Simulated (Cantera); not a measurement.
Feed: 1 mol MgCO₃, 4 mol H₂O, 15 mol O₂, equilibrated at 1700 K and 1.33 mbar.

Equilibrium computed with Cantera from the NASA thermochemical tables; the gas is ideal and each condensed phase is pure. Candidate condensed phases: C, C₆H₆, C₇H₈, C₈H₁₈, H₂O, Mg, MgCO₃, MgO, Mg(OH)₂; 116 gas species. Rates play no part.

Base state: O₂ 0.747, H₂O 0.198, CO₂ 0.0498, OH 0.00367, O 0.00106, H₂ 0.000126, CO 0.000108, H 4.53e-5 (mole fractions); condensed: MgO(s).

Question: What changes in the equilibrium state with this change: MgCO₃ replaced by LiOH?

Answer: 
```csv
species,before,after
O₂,0.747,0.747
H₂O,0.198,0.198
LiOH,0,0.0494
CO₂,0.0498,0
Li,0,0.000335
CO,0.000108,0
LiO,0,4.78e-5
"MgO(s), mol",1.000,0
```
Further candidate phases: Li, LiH, LiOH, Li₂O.
